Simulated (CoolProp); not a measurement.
Vapour-liquid equilibrium of benzene (1) + n-decane (2) at 34.35 °C; x and y are mole fractions of (1).

Computed with CoolProp (multi-fluid Helmholtz-energy mixture model, Thol 2012 and Lemmon 2006; pair parameters Bell 2016).

```tsv
x	bubble pressure (MPa)	y at the bubble point	dew pressure at overall composition x (MPa)	liquid density (mol/L)
0.05	0.001495	0.783	0.0003586	5.208
0.2	(withheld)	0.945	0.0004246	5.718
0.35	0.008244	(withheld)	0.0005205	6.320
0.5	(withheld)	0.983	0.0006722	7.044
0.65	0.01342	0.990	(withheld)	7.931
0.8	0.01578	(withheld)	0.001613	(withheld)
0.95	0.01832	0.999	0.005386	10.48
```

Some entries are withheld; supply them.


- 0.2, bubble pressure (MPa): 0.005022
- 0.35, y at the bubble point: 0.972
- 0.5, bubble pressure (MPa): 0.01100
- 0.65, dew pressure at overall composition x (MPa): 0.0009489
- 0.8, y at the bubble point: 0.994
- 0.8, liquid density (mol/L): 9.043

No azeotrope shows between x = 0.05 and 0.95.

Pair parameters are fitted to limited data, so mixtures are less certain than the pure fluids.
